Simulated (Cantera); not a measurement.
What does this Cantera script print?

```python
import numpy as np
import cantera as ct

gas_names = """
    HCL H2 FeCL2 CL FeCL3
""".split()
cond_names = """
    Fe(a) Fe(c) Fe(d) Fe(L)
""".split()


# ... load() reads the species with a 1 bar reference pressure and builds the phases ...
species = {s.name: s for s in load("nasa_gas.yaml", gas_names) + load("nasa_condensed.yaml", cond_names)}
# Each term lists the table entries of one substance; the one whose range holds T is used.
reactions = {
    '2 HCl(g) + Fe = H2(g) + FeCl2(g)':
        [(-2, ['HCL']), (-1, ['Fe(a)', 'Fe(c)', 'Fe(d)', 'Fe(L)']), (1, ['H2']), (1, ['FeCL2'])],
    'Fe + 3 Cl(g) = FeCl3(g)':
        [(-1, ['Fe(a)', 'Fe(c)', 'Fe(d)', 'Fe(L)']), (-3, ['CL']), (1, ['FeCL3'])],
}


def pick(names, T):
    return next(species[n] for n in names if species[n].thermo.min_temp <= T <= species[n].thermo.max_temp)


results = []
for label, terms in reactions.items():
    print(label)
    print("     T/K   dH/kJ  dS/(J/K)   dG/kJ   log10 K")
    for T in [300, 973, 1023, 1073, 1123, 1173, 1223, 1273, 1323, 1373, 1423, 1473]:
        used = [(nu, pick(names, T)) for nu, names in terms]
        dH = sum(nu * s.thermo.h(T) for nu, s in used) / 1e6
        dS = sum(nu * s.thermo.s(T) for nu, s in used) / 1e3
        dG = dH - T * dS / 1e3
        logK = -dG * 1e6 / (ct.gas_constant * T * np.log(10))
        results.append((label, T, dH, dS, dG, logK, [s.name for _, s in used]))
        print(f"{T:8g} {dH:8.1f} {dS:8.1f} {dG:8.1f} {logK:8.2f}")
```

It prints:

```
2 HCl(g) + Fe = H2(g) + FeCl2(g)
     T/K   dH/kJ  dS/(J/K)   dG/kJ   log10 K
     300     43.6     28.9     35.0    -6.09
     973     41.3     26.9     15.2    -0.81
    1023     40.0     25.6     13.9    -0.71
    1073     37.9     23.5     12.6    -0.62
    1123     36.9     22.6     11.5    -0.53
    1173     36.5     22.3     10.4    -0.46
    1223     35.3     21.3      9.3    -0.40
    1273     35.0     21.0      8.2    -0.34
    1323     34.7     20.8      7.2    -0.28
    1373     34.4     20.6      6.2    -0.23
    1423     34.1     20.3      5.1    -0.19
    1473     33.7     20.1      4.1    -0.15
Fe + 3 Cl(g) = FeCl3(g)
     T/K   dH/kJ  dS/(J/K)   dG/kJ   log10 K
     300   -617.0   -178.7   -563.4    98.10
     973   -630.6   -200.7   -435.3    23.37
    1023   -632.5   -202.6   -425.2    21.71
    1073   -635.3   -205.3   -415.0    20.20
    1123   -636.9   -206.8   -404.7    18.82
    1173   -638.0   -207.7   -394.4    17.56
    1223   -639.8   -209.2   -383.9    16.40
    1273   -640.6   -209.9   -373.5    15.32
    1323   -641.5   -210.6   -362.9    14.33
    1373   -642.4   -211.2   -352.4    13.41
    1423   -643.3   -211.9   -341.8    12.55
    1473   -644.2   -212.5   -331.2    11.74
```

Cantera with NASA thermochemical tables; ideal gases at 1 bar, condensed phases pure. Condensed species are held in their standard states even where they would react or evaporate.
